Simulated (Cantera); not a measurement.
# Hydrocarbon pyrolysis for carbon deposition

An isothermal, constant-pressure homogeneous reactor starts with C2H6 : N2 = 1 : 9.5 (molar parts), at 1375 K and 0.0928 atm.

Cantera simulation using GRI-Mech 3.0 (53 species, 325 reactions); the numbers are that mechanism's predictions, not measurements. GRI-Mech 3.0 stops at C3 and has no aromatics, soot or wall deposition, so with more carbon than oxygen in the feed, carbon stays in small species such as C2H2 where larger ones or solid carbon would form.

| t (s) | x C2H6 | x C2H2 | x C2H | x CH3 | x CH4 |
|---|---|---|---|---|---|
| 0.000200 | 0.0940 | 3.26e-7 | 1.18e-12 | 0.000586 | 0.000198 |
| 0.000619 | 0.0870 | 4.43e-5 | 1.86e-10 | 0.00115 | 0.00140 |
| 0.00192 | 0.0632 | 0.000955 | 1.25e-9 | 0.00113 | 0.00650 |
| 0.00593 | 0.0209 | 0.00806 | 5.42e-9 | 0.000661 | 0.0184 |
| 0.0184 | 0.00128 | 0.0269 | 6.59e-9 | 0.000149 | 0.0246 |
| 0.0568 | 6.87e-5 | 0.0406 | 2.46e-9 | 3.58e-5 | 0.0247 |
| 0.176 | 7.65e-6 | 0.0499 | 1.11e-9 | 1.31e-5 | 0.0245 |
| 0.545 | 3.84e-6 | 0.0603 | 1.07e-9 | 1.05e-5 | 0.0242 |
| 1.69 | 2.70e-6 | 0.0683 | 1.19e-9 | 1.02e-5 | 0.0239 |
| 5.22 | 2.51e-6 | 0.0693 | 1.21e-9 | 1.01e-5 | 0.0235 |
| 16.2 | 2.31e-6 | 0.0698 | 1.23e-9 | 9.70e-6 | 0.0223 |
| 50.0 | 1.84e-6 | 0.0710 | 1.30e-9 | 8.66e-6 | 0.0192 |
x: mole fraction; the columns are a selection and need not sum to one.

Equilibrium at this temperature and pressure: C2H6 2.26e-7, C2H2 0.0402, C2H 9.31e-10, CH3 2.40e-6, CH4 0.00419 (gas phase only).
